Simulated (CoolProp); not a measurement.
Properties of isobutane along the isotherm 178.75 °C (Tc = 134.7 °C, pc = 3629 kPa, ω = 0.184).

Model: reference Helmholtz-energy equation of state, Bücker 2006, in CoolProp.

| p (kPa) | phase | density (kg/m³) | Joule-Thomson coefficient (K/MPa) | expansivity (1/kK) | conductivity (mW/(m K)) |
|---|---|---|---|---|---|
| 111 | gas | 1.730 | 6.089 | 2.268 | 36.0 |
| 179 | gas | 2.803 | 6.123 | 2.303 | 36.1 |
| 289 | gas | 4.559 | 6.178 | 2.362 | 36.2 |
| 467 | gas | 7.460 | 6.271 | 2.462 | 36.3 |
| 754 | gas | 12.30 | 6.427 | 2.637 | 36.6 |
| 1220 | gas | 20.63 | 6.701 | 2.968 | 37.1 |
| 1970 | gas | 35.54 | 7.201 | 3.661 | 38.1 |
| 3180 | gas | 65.16 | 8.164 | 5.502 | 40.5 |
| 5140 | supercritical | 143.6 | 9.269 | 13.63 | 49.2 |
| 8300 | supercritical | 305.8 | 2.797 | 9.626 | 61.5 |
| 13400 | supercritical | 380.7 | 0.7120 | 4.153 | 67.9 |
| 21700 | supercritical | 430.2 | 0.1095 | 2.526 | 74.7 |
| 35000 | supercritical | 472.6 | -0.1574 | 1.737 | 83.0 |

Thermal conductivity comes from a separate model (Perkins 2002).
